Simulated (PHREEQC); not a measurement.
## Leach liquor (model solution)

Dissolve 0.29 mol H2SO4, 0.00018 mol LiCl and 0.00021 mol Na2SO4 per kg of water at 20 °C. Closed to the air; pH follows from the charge balance.

Equilibrium calculation in PHREEQC: ion-association model, phreeqc.dat.

This is a speciation only: nothing precipitates in the calculation.

Problem. Estimate the pH, activity of water.

Solution. pH 0.60; activity of water 0.990.

Problem. In which forms is Na present?

Solution. Na+ 96 %, NaSO4- 4.0 % of the Na.
